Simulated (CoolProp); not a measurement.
Vapour-liquid equilibrium of R13 (1) + R11 (2) at -16.35 °C; x and y are mole fractions of (1).

Values from CoolProp's multi-fluid Helmholtz-energy mixture model, Platzer 1990 and Jacobsen 1992; pair parameters Bell 2016. This equation is an older, rougher fit; its heat capacities, sound speeds and derivatives of the liquid may be far off and weren't checked against measurements.

```
x     bubble pressure (kPa)  y at the bubble point  dew pressure at overall composition x (kPa)  liquid density (mol/L)
----  ---------------------  ---------------------  -------------------------------------------  ----------------------
0.05                  116.5                  0.839                                        19.90                   11.51
0.2                   368.6                  0.951                                        23.63                   11.74
0.35                  567.5                  0.970                                          ___                   11.93
0.5                   728.1                  0.979                                        37.76                     ___
0.65                    ___                  0.984                                        53.87                   12.17
0.8                    1014                  0.990                                        93.95                     ___
0.95                   1193                    ___                                          ___                   11.89
```

### Question
Some entries are withheld; supply them.

### Answer

- 0.35, dew pressure at overall composition x (kPa): 29.07
- 0.5, liquid density (mol/L): 12.09
- 0.65, bubble pressure (kPa): 869.1
- 0.8, liquid density (mol/L): 12.13
- 0.95, y at the bubble point: 0.997
- 0.95, dew pressure at overall composition x (kPa): 361.7

No azeotrope shows between x = 0.05 and 0.95.

The pair parameters rest on a limited set of measurements; away from them the model extrapolates. The gap from Raoult's law changes sign with composition, which may be real or a fault of the pair parameters; it wasn't checked against measurements.
